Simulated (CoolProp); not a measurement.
Nitrogen along the isobar 15.7 MPa: density (kg/m³) from the reference equation and from simpler models built on Tc = -147.0 °C, pc = 3.396 MPa, ω = 0.037; each cubic takes its own stable root.

Computed with CoolProp (reference Helmholtz-energy equation of state, Span 2000).

| T (°C) | phase | reference | van der Waals | Redlich-Kwong | Soave-Redlich-Kwong | Peng-Robinson |
|---|---|---|---|---|---|---|
| -152.55 | liquid | 665.2 | 507.9 | 659.9 | 660.3 | ? |
| -137.25 | supercritical | ? | 472.1 | 580.5 | 579.0 | 641.2 |
| -121.85 | supercritical | ? | 434.0 | 499.8 | 494.5 | 541.6 |
| -106.55 | supercritical | 436.0 | 395.0 | 425.9 | 417.0 | 451.6 |
| -91.25 | supercritical | 368.9 | 356.5 | 364.4 | 353.6 | 379.6 |
| -75.95 | supercritical | ? | 320.4 | ? | 305.5 | 325.9 |
| -60.65 | supercritical | 278.3 | 288.4 | 280.1 | 269.5 | 286.0 |
| -45.35 | supercritical | 248.8 | ? | ? | ? | 255.6 |
| -29.95 | supercritical | 225.7 | 238.0 | 229.2 | 220.1 | 231.7 |
| -14.65 | supercritical | 207.2 | 218.9 | 210.9 | 202.7 | 212.5 |
| 0.65 | supercritical | 192.0 | 202.7 | 195.8 | 188.2 | 196.8 |
| 15.95 | supercritical | 179.2 | 188.9 | 182.9 | 176.0 | 183.5 |

### Question
Complete the blanks.

### Answer

- -152.55, Peng-Robinson: 737.1
- -137.25, reference: 592.7
- -121.85, reference: 513.8
- -75.95, reference: 317.1
- -75.95, Redlich-Kwong: 316.6
- -45.35, van der Waals: 261.1
- -45.35, Redlich-Kwong: 251.8
- -45.35, Soave-Redlich-Kwong: 241.9
